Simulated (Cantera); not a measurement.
Equilibrium for fluorocarbon and chlorocarbon gases: CH3Cl + H2

A closed system holds: 1 mol CH3Cl, 0.18 mol H2, at 1.00 bar.

Equilibrium computed with Cantera from the NASA thermochemical tables; the gas is ideal and each condensed phase is pure. Candidate condensed phases: C, C6H6, C7H8, C8H18; 91 gas species. Equilibrium is a limit: real reactors are often held back by kinetics, nucleation or transport.

| T (K) | x H2 | x HCl | x H | x Cl | x C2H2 (acetylene) | x C2H | x C4H2 | n C(graphite) |
|---|---|---|---|---|---|---|---|---|
| 2475 | 0.526 | 0.443 | 0.0163 | 0.00974 | 0.00511 | 1.08e-5 | 2.05e-5 | 0.977 |
| 2550 | 0.520 | 0.437 | 0.0225 | 0.0133 | 0.00691 | 2.38e-5 | 3.80e-5 | 0.968 |
| 2625 | 0.513 | 0.430 | 0.0304 | 0.0178 | 0.00915 | 5.01e-5 | 6.78e-5 | 0.958 |
| 2700 | 0.503 | 0.420 | 0.0403 | 0.0234 | 0.0119 | 0.000101 | 0.000116 | 0.944 |
| 2775 | 0.492 | 0.409 | 0.0525 | 0.0302 | 0.0151 | 0.000195 | 0.000193 | 0.927 |
| 2850 | 0.479 | 0.396 | 0.0673 | 0.0383 | 0.0188 | 0.000362 | 0.000308 | 0.907 |
| 2925 | 0.463 | 0.380 | 0.0848 | 0.0477 | 0.0230 | 0.000649 | 0.000477 | 0.881 |
| 3000 | 0.444 | 0.362 | 0.105 | 0.0584 | 0.0276 | 0.00112 | 0.000717 | 0.850 |
| 3075 | 0.423 | 0.341 | 0.129 | 0.0703 | 0.0325 | 0.00189 | 0.00104 | 0.813 |
x: gas mole fraction; n: condensed amount in mol.

From 2475 K to 3075 K the condensed part is C(graphite). The main C-bearing gas is C2H2 (acetylene) throughout. The share of C in condensed phases is highest at 2475 K (97.7 %) and lowest at 3075 K (81.3 %).
